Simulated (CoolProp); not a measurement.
A simple Rankine cycle with R245ca: condensing at 322.15 K, boiler at 0.659 MPa, turbine inlet 373.8 K, turbine efficiency 0.9, pump efficiency 0.6, no recuperator. Each further row changes one setting.

The numbers come from the reference Helmholtz-energy equation of state, Zhou 2016 in CoolProp.

```csv
case,thermal efficiency (%),net work (kJ/kg),heat in (kJ/kg),turbine exit temperature (K),volume ratio over the turbine
as stated,7.9,18.6,236,349.0,2.85
turbine inlet 393.8 K,7.7,20.0,258,369.4,2.81
condensing temperature 314.15 K,9.4,23.3,247,343.3,3.69
boiler pressure 0.461 MPa,5.3,12.7,239,358.2,1.96
turbine efficiency 0.8,7.0,16.4,236,351.0,2.87
```
